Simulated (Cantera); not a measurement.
A counterflow diffusion flame at 100000 Pa, nozzles 20 mm apart: fuel side CH4 : C2H6 : N2 = 1 : 0.071 : 0.29 (molar parts) at 425 K, oxidiser side O2 : N2 = 0.26 : 0.74 (molar parts) at 598 K, fuel mass flux 0.82 times the oxidiser's; mixture-averaged transport, no radiation.

Detailed kinetics in Cantera: GRI-Mech 3.0 (53 species, 325 reactions). GRI-Mech 3.0 has no aromatics or soot, which form on the fuel side of real flames. The maximum strain rate includes the flame's own expansion and is several times the mean.

x: mole fraction; the columns are a selection and need not sum to one.

| oxidiser flux (kg/m²/s) | max strain (1/s) | mean strain (1/s) | T max (K) | peak x OH | peak x H | peak x NO | peak x CO | peak x C2H2 |
|---|---|---|---|---|---|---|---|---|
| 0.25 | 208 | 40.1 | 2314 | 0.0132 | 0.00585 | 0.000529 | 0.0818 | 0.0210 |
| 0.34 | 274 | 54.6 | 2296 | 0.0132 | 0.00613 | 0.000482 | 0.0803 | 0.0204 |
| 0.47 | … | 75.5 | 2278 | 0.0132 | 0.00639 | … | 0.0787 | 0.0196 |
| 0.65 | 491 | 104 | 2263 | 0.0131 | 0.00668 | 0.000399 | 0.0773 | 0.0189 |
| 0.9 | … | 144 | 2249 | 0.0131 | 0.00696 | … | 0.0761 | 0.0182 |
| 1.2 | 861 | 193 | 2237 | 0.0130 | 0.00720 | 0.000327 | 0.0752 | 0.0175 |
| 1.7 | 1190 | 273 | 2218 | 0.0127 | 0.00743 | 0.000282 | 0.0742 | 0.0165 |
| 2.4 | 1630 | 385 | 2197 | 0.0124 | 0.00759 | 0.000235 | 0.0732 | 0.0154 |

Some entries are withheld; supply them.


- 0.47, max strain (1/s): 366
- 0.47, peak x NO: 0.000439
- 0.9, max strain (1/s): 661
- 0.9, peak x NO: 0.000361
